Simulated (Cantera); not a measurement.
Fluorocarbon and chlorocarbon gases: C₂F₆ + H₂ + HCl

Charge: 1 mol C₂F₆, 0.52 mol H₂, 1.6 mol HCl, held at 0.530 bar.

Method: chemical equilibrium by Gibbs-energy minimisation in Cantera with the NASA 1993 tables (ideal gas, pure condensed phases). Candidate condensed phases: C, C₆H₆, C₇H₈, C₈H₁₈; 118 gas species. The feed counts by its element totals alone. The tables' values for CCl are old estimates; treat these amounts as uncertain. The numbers say what is thermodynamically allowed, not how fast it happens.

From 3198 K to 3448 K the condensed part is C(graphite). At 3473 K nothing is condensed. The main C-bearing gas is CF₂ at 3198 K and C₃ at 3473 K. The share of C in condensed phases is highest at 3198 K (47.9 %) and lowest at 3473 K (0.0 %).

```
T (K)   x HF    x F   x Cl   x CF₂    x CF     x C₃      x H  n C(graphite)
-----  -----  -----  -----  ------  ------  -------  -------  -------------
3198   0.370  0.262  0.223  0.0877  0.0444  0.00424  0.00181          0.959
3223   0.367  0.267  0.222  0.0821  0.0474  0.00534  0.00209          0.942
3248   0.364  0.272  0.220  0.0766  0.0505  0.00671  0.00241          0.917
3273   0.361  0.277  0.218  0.0714  0.0536  0.00840  0.00278          0.881
3298   0.357  0.281  0.217  0.0663  0.0568   0.0105  0.00321          0.832
3323   0.354  0.285  0.215  0.0614  0.0600   0.0130  0.00369          0.767
3348   0.350  0.288  0.213  0.0566  0.0631   0.0161  0.00425          0.683
3373   0.346  0.290  0.211  0.0521  0.0663   0.0199  0.00488          0.577
3398   0.341  0.291  0.208  0.0478  0.0694   0.0244  0.00560          0.443
3423   0.336  0.292  0.206  0.0437  0.0723   0.0300  0.00641          0.274
3448   0.330  0.292  0.203  0.0398  0.0752   0.0366  0.00733         0.0647
3473   0.326  0.297  0.201  0.0357  0.0759   0.0391  0.00829              0
```
x: gas mole fraction; n: condensed amount in mol.
